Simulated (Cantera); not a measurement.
An adiabatic, constant-volume homogeneous reactor starts with CO : H2 : CH4 : O2 : N2 = 1 : 0.35 : 1.2 : 1.46 : 5.51 (molar parts), at 1150 K and 2.17 atm.

Model: GRI-Mech 3.0 (53 species, 325 reactions), integrated in Cantera.

### Question
Predict: time of steepest temperature rise; temperature at 2.00 s; equilibrium temperature; x(CO) at 2.00 s; x(H2) at 2.00 s; x(CH2O) at 2.00 s; x(N2O) at 2.00 s.

### Answer
```
Property                                                            Result
---------------------------------  ---------------------------------------
time of steepest temperature rise                                  6.82 ms
temperature at 2.00 s                                               2612 K
equilibrium temperature                                             2612 K
x(CO) at 2.00 s                        0.180 (gas-phase equilibrium 0.180)
x(H2) at 2.00 s                        0.125 (gas-phase equilibrium 0.125)
x(CH2O) at 2.00 s                  4.99e-8 (gas-phase equilibrium 4.99e-8)
x(N2O) at 2.00 s                   2.39e-8 (gas-phase equilibrium 2.39e-8)
```
